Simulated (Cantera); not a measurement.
Cantera run, input and output.

```python
import numpy as np
import cantera as ct

surf = ct.Interface("diamond.yaml", "diamond_100")
gas, bulk = surf.adjacent["gas"], surf.adjacent["diamond"]
k = surf.kinetics_species_index(bulk.species_names[0])
cover = ["c6HH", "c6H*", "c6*H", "c6**", "c6HM", "c6B"]

rows, drift = [], 0.0
print(f"{'xCH3':>10s}{'um/h':>11s}" + "".join(f"{s:>11s}" for s in cover))
for v in [1e-06, 2.2e-06, 4.7e-06, 1e-05, 2.2e-05, 4.9e-05, 0.00011, 0.00023, 0.0005]:
    T, P, xH, xCH3 = 1373, 2600, 0.0069, v
    gas.TPX = T, P, {"H": xH, "CH3": xCH3, "CH4": 0.0064, "H2": 1 - xH - xCH3 - 0.0064}
    surf.TP = bulk.TP = T, P
    surf.coverages = "c6H*:0.1, c6HH:0.9"
    surf.advance_coverages(100.0)
    before = surf.coverages
    surf.advance_coverages(100.0)
    drift = max(drift, np.max(np.abs(surf.coverages - before) / (surf.coverages + 1e-9)))
    rate = surf.net_production_rates[k] * bulk.mean_molecular_weight / bulk.density * 3.6e9
    rows.append([rate, *surf[cover].coverages])
    print(f"{v:10.4g}{rate:11.4e}" + "".join(f"{x:11.3e}" for x in rows[-1][1:]))
```

Result:

```
      xCH3       um/h       c6HH       c6H*       c6*H       c6**       c6HM        c6B
     1e-06 4.9059e-03  3.483e-01  5.669e-02  5.395e-01  5.548e-02  3.064e-07  1.331e-11
   2.2e-06 1.0793e-02  3.483e-01  5.669e-02  5.395e-01  5.548e-02  6.741e-07  2.929e-11
   4.7e-06 2.3056e-02  3.483e-01  5.669e-02  5.395e-01  5.548e-02  1.440e-06  6.256e-11
     1e-05 4.9048e-02  3.483e-01  5.669e-02  5.395e-01  5.547e-02  3.064e-06  1.331e-10
   2.2e-05 1.0787e-01  3.483e-01  5.669e-02  5.395e-01  5.545e-02  6.740e-06  2.927e-10
   4.9e-05 2.4009e-01  3.483e-01  5.668e-02  5.394e-01  5.541e-02  1.501e-05  6.515e-10
   0.00011 5.3810e-01  3.483e-01  5.668e-02  5.394e-01  5.532e-02  3.366e-05  1.460e-09
   0.00023 1.1216e+00  3.483e-01  5.666e-02  5.392e-01  5.513e-02  7.029e-05  3.043e-09
    0.0005 2.4210e+00  3.482e-01  5.663e-02  5.390e-01  5.472e-02  1.523e-04  6.569e-09
```

Computed with Cantera and the Harris–Goodwin 1993 mechanism for the reconstructed diamond (100) surface.
